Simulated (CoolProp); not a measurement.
Vapour-liquid equilibrium of hydrogen chloride (1) + propane (2) at 0.237 MPa; x and y are mole fractions of (1).

Model: multi-fluid Helmholtz-energy mixture model, Thol 2018 and Lemmon 2009; pair parameters Bell 2016, in CoolProp.

```json
[
 {"x": "0.05", "bubble temperature (K)": "238.8", "y at the bubble point": "0.415", "dew temperature at overall composition x (K)": "250.9", "liquid density (mol/L)": "13.33"},
 {"x": "0.2", "bubble temperature (K)": "218.4", "y at the bubble point": "0.791", "dew temperature at overall composition x (K)": "246.4", "liquid density (mol/L)": "15.20"},
 {"x": "0.35", "bubble temperature (K)": "211.5", "y at the bubble point": "0.868", "dew temperature at overall composition x (K)": "241.3", "liquid density (mol/L)": "17.02"},
 {"x": "0.5", "bubble temperature (K)": "208.8", "y at the bubble point": "(withheld)", "dew temperature at overall composition x (K)": "235.3", "liquid density (mol/L)": "19.10"},
 {"x": "0.65", "bubble temperature (K)": "207.5", "y at the bubble point": "(withheld)", "dew temperature at overall composition x (K)": "227.9", "liquid density (mol/L)": "(withheld)"},
 {"x": "0.8", "bubble temperature (K)": "206.4", "y at the bubble point": "0.931", "dew temperature at overall composition x (K)": "217.7", "liquid density (mol/L)": "(withheld)"},
 {"x": "0.95", "bubble temperature (K)": "205.0", "y at the bubble point": "0.973", "dew temperature at overall composition x (K)": "205.6", "liquid density (mol/L)": "29.51"}
]
```

What belongs in the gaps?


- 0.5, y at the bubble point: 0.895
- 0.65, y at the bubble point: 0.911
- 0.65, liquid density (mol/L): 21.67
- 0.8, liquid density (mol/L): 25.01

No azeotrope shows between x = 0.05 and 0.95.

The pair parameters rest on a limited set of measurements; away from them the model extrapolates. With so large a gap from Raoult's law the liquid may split in two, which this calculation doesn't test in full.
